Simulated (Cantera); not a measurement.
What does this Cantera script print?

```python
import numpy as np
import cantera as ct

gas_names = """
    Fe H H2 H2S N NH NH2 NH3 N2 N2H2 N2H4 S SH SN S2 S8
""".split()
cond_names = """
    Fe(a) Fe(c) Fe(d) Fe(L) FeS(a) FeS(b) FeS(c) FeS(L) FeS2(s) S(cr1) S(cr2) S(L)
""".split()


# ... load() reads the species with a 1 bar reference pressure and builds the phases ...
atoms = {
    'FeS2': {'Fe': 1, 'S': 2},
    'H2': {'H': 2},
    'N2': {'N': 2},
}
top_T = {'FeS2(s)': 1010}  # K; cautious upper limits of use, not melting points


# ... equilibrate(T, P, feed) seeds the gas with the atoms and calls Mixture.equilibrate('TP', solver="vcs", rtol=1e-11, max_steps=5000) ...
results = []
feed = {'FeS2': 1, 'H2': 0.91, 'N2': 5.3}  # mol
P = 2400  # Pa
for T in [823, 923, 1023, 1123, 1223, 1323, 1423, 1523, 1623, 1723]:
    mix = equilibrate(T, P, feed)
    results.append((T, P, feed, dict(zip(mix.species_names, mix.species_moles))))

top = {s: max(r[3][s] / sum(r[3][g] for g in gas_names) for r in results) for s in gas_names}
cols = sorted((s for s in top if top[s] > 1e-05), key=lambda s: -top[s])[:5]
seen = [c for c in cond_names if any(r[3].get(c, 0) > 1e-12 for r in results)]
print("log10 of partial pressures in bar; condensed amounts in mol")
print(f"{'T/K':>10s}" + "".join(f"{s[:9]:>10s}" for s in cols + seen))
for T, P, feed, n in results:
    ng = sum(n[g] for g in gas_names)
    print(f"{T:10.4g}" + "".join(f"{np.log10(max(n[s] / ng * P / 1e5, 1e-99)):10.3f}" for s in cols)
          + "".join(f"{n.get(c, 0):10.4g}" for c in seen))
```

Output:

```
log10 of partial pressures in bar; condensed amounts in mol
       T/K        N2       H2S        H2        S2        SH    FeS(c)    FeS(L)
       823    -1.693    -2.478    -3.815    -3.604    -7.635         1         0
       923    -1.696    -2.522    -3.345    -3.401    -6.785         1         0
      1023    -1.700    -2.603    -3.032    -3.198    -6.114         1         0
      1123    -1.706    -2.725    -2.824    -3.038    -5.591         1         0
      1223    -1.711    -2.883    -2.693    -2.929    -5.187         1         0
      1323    -1.714    -3.061    -2.613    -2.860    -4.873         1         0
      1423    -1.717    -3.246    -2.567    -2.820    -4.624         1         0
      1523    -1.719    -3.426    -2.540    -2.797    -4.420         0         1
      1623    -1.720    -3.596    -2.525    -2.785    -4.250         0    0.9999
      1723    -1.721    -3.755    -2.517    -2.780    -4.105         0    0.9991
```

Equilibrium computed with Cantera from the NASA thermochemical tables; the gas is ideal and each condensed phase is pure. FeS: taken at fixed stoichiometry. Gases not in the tables: S3 to S7.
